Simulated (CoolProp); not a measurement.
Vapour-liquid equilibrium of ethylene (1) + propane (2) at 188 kPa; x and y are mole fractions of (1).

Model: multi-fluid Helmholtz-energy mixture model, Smukala 2000 and Lemmon 2009; pair parameters Bell 2016, in CoolProp.

```
x     bubble temperature, mixture model (K)  bubble temperature, Raoult's law (K)  y, mixture model  y, Raoult's law
----  -------------------------------------  ------------------------------------  ----------------  ---------------
0.05                                  234.6                                 234.6                 ?            0.403
0.2                                       ?                                 213.6                 ?            0.814
0.35                                  200.4                                 202.0             0.921            0.921
0.5                                   193.3                                 194.5             0.960            0.962
0.65                                  188.5                                 189.1             0.978            0.982
0.8                                   184.8                                 185.0             0.989            0.992
0.95                                  181.6                                 181.6             0.998            0.998
```

Problem. Fill in the missing entries.

Solution. 
- 0.05, y, mixture model: 0.387
- 0.2, bubble temperature, mixture model (K): 212.2
- 0.2, y, mixture model: 0.816

The largest gap from Raoult's law is -1.6 K in bubble temperature, at x = 0.35. No azeotrope shows between x = 0.05 and 0.95.

Pair parameters are fitted to limited data, so mixtures are less certain than the pure fluids.
